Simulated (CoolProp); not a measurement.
Aqueous ethanol as a coolant, 27 % by mass, freezing at -17.3 °C, 1 atm.

Model: Melinder's fits for secondary coolants, in CoolProp.

```csv
T (°C),cp (kJ/(kg K)),conductivity (W/(m K)),density (kg/m³),Prandtl number
-15.8,4.195,0.401,974.0,184
-7.4,4.221,0.407,971.4,102
1.1,4.239,0.413,968.2,61.6
9.5,4.251,0.419,964.3,40.0
17.9,4.259,0.425,960.0,27.6
26.4,4.268,0.431,955.2,19.9
34.8,4.280,0.437,950.0,15.0
```
